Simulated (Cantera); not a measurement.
Charge: 1 mol SiCl₄, 0.029 mol Cl₂, 32 mol H₂, at 1100 K and 13300 Pa.

Equilibrium computed with Cantera from the NASA thermochemical tables; the gas is ideal and each condensed phase is pure. Candidate condensed phases: Si; 19 gas species. The tables' values for SiCl₃ are old estimates; treat these amounts as uncertain. Equilibrium is a limit: real reactors are often held back by kinetics, nucleation or transport.

Base state: H₂ 0.946, HCl 0.0265, SiCl₄ 0.0157, SiHCl₃ 0.00829, SiCl₂ 0.00151, SiCl₃ 0.00131, SiH₂Cl₂ 0.000524 (mole fractions); condensed: Si(s).

Task: What changes in the equilibrium state with this change: temperature from 1100 K to 975 K?

Result: 
```
species       before     after
----------  --------  --------
H₂             0.946     0.957
SiCl₄         0.0157    0.0203
HCl           0.0265    0.0123
SiCl₂        0.00151  0.000140
SiCl₃        0.00131  0.000317
SiH₂Cl₂     0.000524  0.000423
Si(s), mol    0.0915         0
```

Task: What changes in the equilibrium state with this change: pressure from 13300 Pa to 1000 Pa?

Result: 
```csv
species,before,after
H₂,0.946,0.931
HCl,0.0265,0.0469
SiCl₄,0.0157,0.0120
SiHCl₃,0.00829,0.00351
SiH₂Cl₂,0.000524,0.000123
SiCl₂,0.00151,0.00480
SiCl₃,0.00131,0.00203
"Si(s), mol",0.0915,0.249
```
